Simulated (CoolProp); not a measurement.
p-xylene at 298.15 K and 1.78 MPa flows at 0.11 m/s in a round tube of 100 mm bore and 15 µm roughness, fully developed (64/Re and Nu = 3.66 if laminar; Colebrook and Gnielinski if turbulent). Each further row changes one setting.

The numbers come from the reference Helmholtz-energy equation of state, Zhou 2012 in CoolProp.

```json
[
 {"case": "as stated", "Reynolds number": "15300", "Darcy friction factor": "0.0279", "pressure drop (Pa/m)": "1.45", "heat-transfer coefficient (W/(m² K))": "159", "mass flow (kg/h)": "2670"},
 {"case": "velocity 0.22 m/s", "Reynolds number": "30700", "Darcy friction factor": "0.0238", "pressure drop (Pa/m)": "4.93", "heat-transfer coefficient (W/(m² K))": "296", "mass flow (kg/h)": "5340"},
 {"case": "diameter 200 mm", "Reynolds number": "30700", "Darcy friction factor": "0.0236", "pressure drop (Pa/m)": "0.612", "heat-transfer coefficient (W/(m² K))": "147", "mass flow (kg/h)": "10700"}
]
```

Viscosity comes from a separate model (Balogun 2015). Thermal conductivity comes from a separate model (Mylona 2014).
